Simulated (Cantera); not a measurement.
A closed system holds: 1 mol Si3N4, 0.094 mol Si, 0.025 mol H2.

Method: chemical equilibrium by Gibbs-energy minimisation in Cantera with the NASA 1993 tables (ideal gas, pure condensed phases). Candidate condensed phases: Si, Si3N4; 18 gas species. Mutual solubility and eutectic melting of coexisting phases are not modelled. Rates play no part.

### Question
What condenses at these points (T in °C, P in Pa): (1250, 1); (2600, 460); (2450, 46000); (1400, 4.6); (1400, 10000); (2300, 22)?

### Answer
```json
[
 {"T (°C)": "1250", "P in Pa": "1", "condensed phases": "Si", "Si condensed (%)": "99.9"},
 {"T (°C)": "2600", "P in Pa": "460", "condensed phases": "gas only", "Si condensed (%)": "0.0"},
 {"T (°C)": "2450", "P in Pa": "46000", "condensed phases": "Si", "Si condensed (%)": "96.0"},
 {"T (°C)": "1400", "P in Pa": "4.6", "condensed phases": "Si", "Si condensed (%)": "99.4"},
 {"T (°C)": "1400", "P in Pa": "10000", "condensed phases": "Si + Si3N4", "Si condensed (%)": "100.0"},
 {"T (°C)": "2300", "P in Pa": "22", "condensed phases": "gas only", "Si condensed (%)": "0.0"}
]
```
